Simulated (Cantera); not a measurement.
Feed: 1 mol CO, 0.55 mol H₂, equilibrated at 34500 Torr.

Cantera equilibrium calculation (NASA polynomials, part measured and part estimated; ideal gas, pure solids and liquids). Candidate condensed phases: C, C₆H₆, C₇H₈, C₈H₁₈, H₂O; 110 gas species. The ideal-gas law is rough above about 30 bar. Equilibrium is a limit: real reactors are often held back by kinetics, nucleation or transport.

Problem. Which condensed phases are stable at each of these points (T (K)): 525, 725, 925, 1125, 1325, 1525, 1725, 1925?

Solution. 
| T (K) | condensed phases | C condensed (%) |
|---|---|---|
| 525 | C(graphite) | 65.7 |
| 725 | C(graphite) | 59.7 |
| 925 | C(graphite) | 54.3 |
| 1125 | C(graphite) | 38.0 |
| 1325 | C(graphite) | 11.6 |
| 1525 | C(graphite) | 1.8 |
| 1725 | C(graphite) | 0.2 |
| 1925 | gas only | 0.0 |

From 525 K to 1725 K the condensed part is C(graphite). At 1925 K nothing is condensed.
